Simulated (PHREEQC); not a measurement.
Consider water at 25 °C with 7.8e-05 mol Ca(HCO3)2 and 0.00028 mol Na2HPO4 per kg of water. Closed to the air; pH follows from the charge balance.

All values are PHREEQC results (ion-association model, wateq4f.dat), not measurements.

| quantity | before | after |
|---|---|---|
| pH | 8.53 | 8.52 |
| Ca+2 (mol/kgw) | 6.51e-5 | 3.52e-5 |
| CaOH+ (mol/kgw) | 3.25e-9 | 1.79e-9 |
| SI of Portlandite (Ca(OH)2) | -10.00 | -10.26 |

Question: Which change was made?
(A) Na2HPO4 replaced by NaAlO2 at the same molality
(B) diluted 2-fold with water
(C) Ca(HCO3)2 replaced by Ca(NO3)2 at the same molality
(D) Ca(HCO3)2 from 7.8e-05 to 0.00078 mol/kgw
(E) Na2HPO4 replaced by Na2SiO3 at the same molality

Answer: B, diluted 2-fold with water

This is a speciation only: nothing precipitates in the calculation. Some of these states are supersaturated (in Hydroxyapatite, for instance). H3PO4, which wateq4f.dat lacks, is added to it with the constant of phreeqc.dat.
